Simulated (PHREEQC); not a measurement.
PHREEQC input (Pitzer model, pitzer.dat):

```
SOLUTION 1
  temp 25
  units mol/kgw
  pH 7 charge
  Cl 0.21
  K 0.21
END
SELECTED_OUTPUT 1
  -reset false
  -pH true
  -pe true
  -ionic_strength true
  -water true
  -totals Ca Cl K Na S
  -molalities H+ Na+ K+ Ca+2 Cl- SO4-2 OH- HSO4-
  -equilibrium_phases Gypsum Arcanite Glaserite Glauberite Anhydrite Halite Mirabilite Misenite Portlandite Sylvite
    Syngenite Thenardite
PRINT
  -reset false
USE solution 1
REACTION 1
  NaOH 1
  0 0.208 0.417 0.625 0.833 1.04 1.25 1.46 1.67 1.88 2.08 2.29 2.5 moles
EQUILIBRIUM_PHASES 1
  Gypsum 0 30
  Arcanite 0 0
  Glaserite 0 0
  Glauberite 0 0
  Anhydrite 0 0
  Halite 0 0
  Mirabilite 0 0
  Misenite 0 0
  Portlandite 0 0
  Sylvite 0 0
  Syngenite 0 0
  Thenardite 0 0
END
```

Selected output (columns that matter, 13 of 13 rows; NaOH added (mol) added in front):

```
NaOH added (mol)	pH	mu	Ca	Cl	K	Na	S	m_H+	m_Na+	m_K+	m_Ca+2	m_Cl-	Gypsum	Portlandite
0	7.0517	0.32122	0.027858	0.20979	0.20979	0	0.027858	1.2235e-07	0	0.20979	0.027858	0.20979	29.972	0
0.208	12.704	0.56234	0.020565	0.20937	0.20937	0.20737	0.08391	3.0887e-13	0.20737	0.20937	0.020565	0.20937	29.916	0.063537
0.417	12.812	0.8472	0.017554	0.2087	0.2087	0.41442	0.17141	2.6631e-13	0.41442	0.2087	0.017554	0.2087	29.828	0.15481
0.625	12.865	1.1428	0.01705	0.208	0.208	0.61904	0.26465	2.5234e-13	0.61904	0.208	0.01705	0.208	29.733	0.24998
0.833	12.897	1.4412	0.01714	0.20727	0.20727	0.82219	0.36029	2.459e-13	0.82219	0.20727	0.01714	0.20727	29.635	0.34766
1.04	12.918	1.7383	0.017428	0.20655	0.20655	1.0229	0.45655	2.4197e-13	1.0229	0.20655	0.017428	0.20655	29.536	0.44646
1.25	12.933	2.0389	0.017794	0.2058	0.2058	1.225	0.55467	2.3878e-13	1.225	0.2058	0.017794	0.2058	29.434	0.54783
1.46	12.944	2.3382	0.01818	0.20506	0.20506	1.4257	0.65291	2.3568e-13	1.4257	0.20506	0.01818	0.20506	29.331	0.65002
1.67	12.953	2.6358	0.018562	0.20432	0.20432	1.6248	0.75103	2.3235e-13	1.6248	0.20432	0.018562	0.20432	29.228	0.75284
1.88	12.959	2.9317	0.018925	0.20358	0.20358	1.8225	0.84889	2.2866e-13	1.8225	0.20358	0.018925	0.20358	29.124	0.85615
2.08	12.964	3.2118	0.019248	0.20287	0.20287	2.0094	0.94174	2.2478e-13	2.0094	0.20287	0.019248	0.20287	29.025	0.9549
2.29	12.968	3.5039	0.019559	0.20214	0.20214	2.2043	1.0388	2.2032e-13	2.2043	0.20214	0.019559	0.20214	28.921	1.0589
2.5	12.971	3.794	0.019839	0.20141	0.20141	2.3977	1.1354	2.155e-13	2.3977	0.20141	0.019839	0.20141	28.816	1.1631
```

In brines, pH and single-ion activities rest on the MacInnes convention.
